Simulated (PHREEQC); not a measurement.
## Alkaline etch or developer: an equilibrium model

Dissolve 0.0015 mol/kgw NH3 and 0.0017 mol/kgw H3BO3 at 25 °C. Closed to the air; pH follows from the charge balance.

Computed with PHREEQC (ion-association model, phreeqc.dat).

Each row changes one thing in this solution. No solid was allowed to form.

| case | pH | ionic strength (mol/kgw) | H3BO3 (mol/kgw) | NH4+ (mol/kgw) | H2BO3- (mol/kgw) | NH3 (mol/kgw) |
|---|---|---|---|---|---|---|
| as made | 9.18 | 0.000819 | 0.000897 | 0.000819 | 0.000803 | 0.000681 |
| diluted 2-fold with water | 9.17 | 0.000411 | 0.000454 | 0.000411 | 0.000396 | 0.000339 |
| H3BO3 from 0.0017 to 0.017 mol/kgw | 8.17 | 0.00139 | 0.0156 | 0.00139 | 0.00139 | 0.000112 |
| 8.8e-05 mol/kgw MgCl2 added | 9.18 | 0.00108 | 0.000895 | 0.000821 | 0.000805 | 0.000679 |
| diluted 5-fold with water | 9.15 | 0.000168 | 0.000187 | 0.000168 | 0.000153 | 0.000132 |
| diluted 100-fold with water | 8.80 | 1.10e-5 | 1.24e-5 | 1.10e-5 | 4.57e-6 | 3.98e-6 |
